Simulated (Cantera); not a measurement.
Feed: 1 mol SiCl₄, 1.6 mol HCl, 0.95 mol H₂, held at 698.15 K and 1.30 bar.

Cantera equilibrium calculation (NASA polynomials, part measured and part estimated; ideal gas, pure solids and liquids). Candidate condensed phases: Si; 19 gas species. Equilibrium is a limit: real reactors are often held back by kinetics, nucleation or transport.

Base state: HCl 0.451, SiCl₄ 0.282, H₂ 0.268, SiHCl₃ 3.31e-5 (mole fractions); condensed: gas only.

**Question.** What changes in the equilibrium state with this change: temperature from 698.15 K to 1373 K?

**Answer.** 
| species | before | after |
|---|---|---|
| HCl | 0.451 | 0.468 |
| SiCl₄ | 0.282 | 0.261 |
| H₂ | 0.268 | 0.251 |
| SiCl₃ | 3.68e-9 | 0.00869 |
| SiCl₂ | <1e-9 | 0.00134 |
| SiH₂Cl₂ | <1e-9 | 4.45e-5 |
| SiHCl₃ | 3.31e-5 | 0.00887 |
The tables' values for SiCl₃ are old estimates; treat these amounts as uncertain.
